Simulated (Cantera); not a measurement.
Feed: 1 mol V, 3.2 mol NH3, 11 mol H2, at 10.0 mbar.

These are equilibrium values from Cantera (NASA tables, ideal gas, pure condensed phases), not measurements of a reactor. Candidate condensed phases: V, VN; 11 gas species. Condensed phases not in the tables: V2N, N, O or C dissolved in the metal. The numbers say what is thermodynamically allowed, not how fast it happens.

Problem. At 2052 °C, list the 4 most abundant gas species with their mole fractions, and the condensed phases.

Solution. H2 0.801, H 0.0985, N2 0.0861, V 0.0144. Condensed: V(l).
